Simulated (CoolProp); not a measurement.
Vapour-liquid equilibrium of sulfur dioxide (1) + toluene (2) at 298.9 K; x and y are mole fractions of (1).

Values from CoolProp's multi-fluid Helmholtz-energy mixture model, Gao 2016 and Lemmon 2006; pair parameters Bell 2016.

```csv
x,"bubble pressure, mixture model (kPa)","bubble pressure, Raoult's law (kPa)","y, mixture model","y, Raoult's law"
0.05,18.06,23.86,0.791,0.843
0.15,52.78,63.67,___,0.947
0.25,93.65,103.5,___,0.971
0.35,137.4,143.3,___,0.982
0.45,181.4,183.1,0.988,0.988
0.55,223.7,222.9,0.992,0.992
0.65,264.0,262.7,0.994,0.995
0.75,___,302.5,0.996,0.997
0.85,341.1,342.4,0.998,0.998
0.95,381.0,382.2,0.999,0.999
```

Problem. Complete the blanks.

Solution. 
- 0.15, y, mixture model: 0.936
- 0.25, y, mixture model: 0.968
- 0.35, y, mixture model: 0.981
- 0.75, bubble pressure, mixture model (kPa): 302.7

The largest gap from Raoult's law is -24.3 % in bubble pressure, at x = 0.05. No azeotrope shows between x = 0.05 and 0.95.

The pair parameters rest on a limited set of measurements; away from them the model extrapolates. The gap from Raoult's law changes sign with composition, which may be real or a fault of the pair parameters; it wasn't checked against measurements.
